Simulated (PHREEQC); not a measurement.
A PHREEQC speciation (ion-association model, wateq4f.dat) at 20 °C gives pH 3.12 and these molalities:

| species | mol/kgw |
|---|---|
| HF | 0.000803 |
| H+ | 0.000790 |
| F- | 0.000788 |
| HF2- | 2.33e-6 |
| H2F2 | 2.01e-6 |

Problem. What are the element totals, and what could have been dissolved in 1 kg of water to give them?

Solution. One answer among several that fit: totals F 0.00160 mol/kgw, from 1.6 mmol/kgw HF.

No solid was allowed to form.
